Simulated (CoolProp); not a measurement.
Model: reference Helmholtz-energy equation of state, Schroeder 2014, in CoolProp.

Q: For ethanol, give the phase and the cp (kJ/(kg K)), viscosity (µPa s), conductivity (mW/(m K)) at 182.9 K and 27.8 bar; 312.6 K and 27.8 bar.

A: 
- 182.9 K and 27.8 bar: liquid; cp 1.93, viscosity 29900, conductivity 205
- 312.6 K and 27.8 bar: liquid; cp 2.55, viscosity 843, conductivity 162

Viscosity comes from a separate model (Kiselev 2005). Thermal conductivity comes from a separate model (Assael 2013).
